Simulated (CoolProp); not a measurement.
Isobutane at 293.15 K and 1.47 MPa is throttled through a valve to 0.215 MPa with no heat exchange. Each further row changes one setting.

Computed with CoolProp (reference Helmholtz-energy equation of state, Bücker 2006).

```tsv
case	temperature change (K)	final phase	final density (kg/m³)
as stated	-10.8	two-phase, vapour fraction 0.076	67.0
outlet pressure 0.0645 MPa	-42.7	two-phase, vapour fraction 0.262	7.02
outlet pressure 0.28 MPa	-2.5	two-phase, vapour fraction 0.020	224
```
